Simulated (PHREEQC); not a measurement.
Synthetic water in mg/L, 25 °C, pH 1.92, pe 12.7:

| constituent | mg/L |
|---|---|
| Na | 335 |
| K | 57.7 |
| Ca | 215 |
| Mg | 220 |
| Cl | 256 |
| S(6) as SO4 | 3020 |
| Al | 0.149 |
| Br | 112 |

Valence states are taken as typed.

All values are PHREEQC results (ion-association model, wateq4f.dat), not measurements.

Question: The ionic strength comes out as 0.0739 mol/kgw. What activity coefficients do Mg+2, H+, AlSO4+, CaHSO4+, Ca+2 get?

Answer: Mg+2 0.44, H+ 0.84, AlSO4+ 0.80, CaHSO4+ 0.80, Ca+2 0.43.

This is a speciation only: nothing precipitates in the calculation. Complexes and solids missing from the database can't appear.
